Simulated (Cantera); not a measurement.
Charge: 1 mol Al, 11 mol H2O, 1.4 mol H2, 220 mol NH3, equilibrated at 1200 K and 1.00 Torr.

Equilibrium computed with Cantera from the NASA thermochemical tables; the gas is ideal and each condensed phase is pure. Candidate condensed phases: Al, AlN, Al2O3, H2O; 35 gas species. The numbers say what is thermodynamically allowed, not how fast it happens.

Q: What is the equilibrium state?

A: 
```
Property                             Result
--------------------------------  ---------
x(H2)                                 0.736
x(N2)                                 0.243
x(H2O)                               0.0210
x(H)                                4.64e-6
n(Al2O3(s))                       0.500 mol
gas amount                        452.4 mol
log10 activity of Al(l) (absent)     -14.02
```
